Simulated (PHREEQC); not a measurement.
Ca(OH)2 is added in steps, without added water, to 1 kg of water holding 0.016 mol NaOH and 0.00017 mol (CH3)4NCl, at 15 °C. O2 is buffered at 0.21 atm. The system is closed to CO2. Only these solids could form: Portlandite, Halite.

Base run: PHREEQC, ion-association model, wateq4f.dat. Each further column changes one thing. The table gives pH.

| Ca(OH)2 added (mol) | base | temperature from 15 to 35 °C | temperature from 15 to 30 °C | no solid may form |
|---|---|---|---|---|
| 0 | 12.49 | 11.83 | 11.99 | 12.49 |
| 0.0014 | 12.55 | 11.90 | 12.05 | 12.55 |
| 0.0026 | 12.59 | 11.94 | 12.09 | 12.59 |
| 0.004 | 12.64 | 11.99 | 12.14 | 12.64 |
| 0.0054 | 12.67 | 12.03 | 12.18 | 12.67 |
| 0.0066 | 12.70 | 12.06 | 12.21 | 12.70 |
| 0.008 | 12.73 | 12.10 | 12.25 | 12.73 |

(CH3)4N+ isn't in the database: it is added as a free cation with an ion size of 4 Å.
